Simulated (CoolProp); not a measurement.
Sulfur hexafluoride along the isotherm 189.65 °C: Z from the reference equation and from simpler models built on Tc = 45.6 °C, pc = 3.755 MPa, ω = 0.210; each cubic takes its own stable root.

Model: reference Helmholtz-energy equation of state, Guder 2009, in CoolProp.

```
p (MPa)          phase  reference
-------  -------------  ---------
1.17               gas     0.9734
2.35               gas     0.9473
3.52               gas     0.9225
4.69     supercritical     0.8993
5.87     supercritical     0.8778
7.04     supercritical     0.8591
8.21     supercritical     0.8434
9.39     supercritical     0.8311
```

### Question
How far does each simpler model (van der Waals, Redlich-Kwong) lie from the reference over these 8 states: mean and median of the absolute difference, and the worst?

### Answer
- van der Waals: mean 6.4 %, median 6.3 %, worst -11.8 % at 189.65 °C and 9.39 MPa
- Redlich-Kwong: mean 3.4 %, median 3.5 %, worst -5.6 % at 189.65 °C and 9.39 MPa
